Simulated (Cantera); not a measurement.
Input: 1 mol CH3Cl, 1.1 mol CH4, at 713 Torr.

Equilibrium computed with Cantera from the NASA thermochemical tables; the gas is ideal and each condensed phase is pure. Candidate condensed phases: C, C6H6, C7H8, C8H18; 91 gas species. The numbers say what is thermodynamically allowed, not how fast it happens.

log p: log10 of the partial pressure in bar; n: condensed amount in mol.

```
T (K)  log p H2  log p HCl  log p H  log p C2H2 (acetylene)  log p Cl  n C(graphite)
-----  --------  ---------  -------  ----------------------  --------  -------------
2400      -0.15      -0.66    -1.87                   -2.31     -2.53           2.05
2450      -0.15      -0.66    -1.77                   -2.21     -2.43           2.04
2500      -0.16      -0.66      ___                     ___       ___           2.03
2550      -0.16      -0.66    -1.59                   -2.04     -2.24           2.02
2600      -0.16      -0.67    -1.50                   -1.95     -2.16           2.00
2650      -0.17      -0.67      ___                     ___       ___           1.98
2700      -0.18      -0.68    -1.33                   -1.80     -1.99           1.95
2750      -0.18      -0.69    -1.26                   -1.73     -1.92           1.92
2800      -0.19      -0.69    -1.18                   -1.67     -1.85           1.89
2850      -0.20      -0.70    -1.11                   -1.60     -1.78           1.85
```

Problem. Fill in the missing entries.

Solution. 
- 2650, log p H: -1.41
- 2650, log p C2H2 (acetylene): -1.88
- 2650, log p Cl: -2.07
- 2500, log p H: -1.68
- 2500, log p C2H2 (acetylene): -2.12
- 2500, log p Cl: -2.33
